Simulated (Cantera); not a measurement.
A closed system holds: 1 mol TiCl4, 2.3 mol C3H8, at 0.120 bar.

Method: chemical equilibrium by Gibbs-energy minimisation in Cantera with the NASA 1993 tables (ideal gas, pure condensed phases). Candidate condensed phases: C, C6H6, C7H8, C8H18, Ti, TiC, TiCl2, TiCl3, TiCl4; 96 gas species. TiC: taken at fixed stoichiometry. Rates play no part.

Problem. At 1248 K, list the 5 most abundant gas species with their mole fractions, and the condensed phases.

Solution. H2 0.719, HCl 0.248, TiCl4 0.0228, TiCl3 0.00945, CH4 0.000692. Condensed: C(graphite) + TiC(s).
